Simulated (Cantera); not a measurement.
A closed system holds: 1 mol CH3Cl, 0.038 mol Si, equilibrated at 10.0 mbar.

Equilibrium computed with Cantera from the NASA thermochemical tables; the gas is ideal and each condensed phase is pure. Candidate condensed phases: C, C6H6, C7H8, C8H18, Si, SiC; 123 gas species. Ions and electrons are included (thermal ionisation). Equilibrium is a limit: real reactors are often held back by kinetics, nucleation or transport.

Task: Which condensed phases are stable at each of these points (T (°C)): 2227, 2477, 2727, 2977, 3227, 3477, 3727, 3977, 4227, 4477, 4727?

Result: 
```
T (°C)  condensed phases  Si condensed (%)
------  ----------------  ----------------
2227         C(graphite)               0.0
2477         C(graphite)               0.0
2727         C(graphite)               0.0
2977            gas only               0.0
3227            gas only               0.0
3477            gas only               0.0
3727            gas only               0.0
3977            gas only               0.0
4227            gas only               0.0
4477            gas only               0.0
4727            gas only               0.0
```

From 2227 °C to 2727 °C the condensed part is C(graphite). From 2977 °C to 4727 °C nothing is condensed.
